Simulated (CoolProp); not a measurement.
Vapour-liquid equilibrium of cyclohexane (1) + o-xylene (2) at 11.9 bar; x and y are mole fractions of (1).

Values from CoolProp's multi-fluid Helmholtz-energy mixture model, Zhou 2014 and Zhou 2012; pair parameters Bell 2016.

Give the bubble temperature and the first vapour's composition at x = 0.05, 0.55, 0.95. Is there an azeotrope?

x = 0.05: 262.7 °C, y = 0.117; x = 0.55: 215.5 °C, y = 0.759; x = 0.95: 194.6 °C, y = 0.977. No azeotrope shows between x = 0.05 and 0.95.

The pair parameters rest on a limited set of measurements; away from them the model extrapolates.
